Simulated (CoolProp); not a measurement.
Properties of C3F8 (R218) along the isotherm 440 K (Tc = 345.0 K, pc = 26.40 bar, ω = 0.317).

Computed with CoolProp (reference Helmholtz-energy equation of state, Lemmon 2006). It is a short technical equation, of lower accuracy than the large ones.

```
p (bar)          phase  density (kg/m³)  cp (kJ/(kg K))  cv (kJ/(kg K))  speed of sound (m/s)  expansivity (1/kK)
-------  -------------  ---------------  --------------  --------------  --------------------  ------------------
12.5               gas            68.69          0.9994          0.9343                 134.8               2.952
25                 gas            148.1           1.040          0.9418                 126.9               3.901
37.5     supercritical            240.5           1.095          0.9497                 120.5               5.110
50       supercritical            345.3           1.158          0.9567                 117.7               6.329
62.5     supercritical            455.8           1.215          0.9614                 120.0               7.118
75       supercritical            561.2           1.251          0.9634                 127.7               7.211
87.5     supercritical            653.0           1.261          0.9633                 139.8               6.729
100      supercritical            728.8           1.255          0.9623                 154.6               6.027
112      supercritical            788.3           1.244          0.9610                 169.6               5.376
125      supercritical            841.4           1.231          0.9596                 185.9               4.781
138      supercritical            885.7           1.219          0.9584                 201.7               4.301
150      supercritical            920.6           1.209          0.9576                 215.6               3.943
162      supercritical            951.2           1.201          0.9568                 228.8               3.647
175      supercritical            980.6           1.193          0.9562                 242.5               3.382
188      supercritical             1007           1.187          0.9557                 255.5               3.161
200      supercritical             1028           1.181          0.9554                 266.9               2.987
```
